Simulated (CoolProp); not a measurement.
Saturated liquid density (kg/m³) of benzene: the reference equation beside estimates from Tc = 562.0 K, pc = 4.906 MPa, ω = 0.211. Rackett uses Z = 0.29056 − 0.08775 ω.

Values from CoolProp's reference Helmholtz-energy equation of state, Thol 2012.

| T (K) | reference | Rackett | Redlich-Kwong | Peng-Robinson |
|---|---|---|---|---|
| 437.1 | 710.8 | 703.2 | 617.2 | 727.1 |
| 442.7 | 703.0 | 695.5 | 608.4 | 717.4 |
| 448.3 | 695.1 | 687.6 | 599.4 | 707.4 |
| 453.8 | 687.2 | 679.7 | 590.4 | 697.1 |
| 459.4 | 678.9 | 671.4 | 580.9 | 686.3 |
| 464.9 | 670.6 | 663.1 | 571.3 | 675.3 |
| 470.5 | 661.9 | 654.3 | 561.2 | 663.7 |
| 476.1 | 652.9 | 645.3 | 550.9 | 651.6 |
| 481.6 | 643.7 | 636.2 | 540.3 | 639.2 |

Absolute difference from the reference over all 9 rows, mean and median: Rackett 1.1 and 1.1 %, Redlich-Kwong 14.5 and 14.4 %, Peng-Robinson 1.2 and 1.1 %.
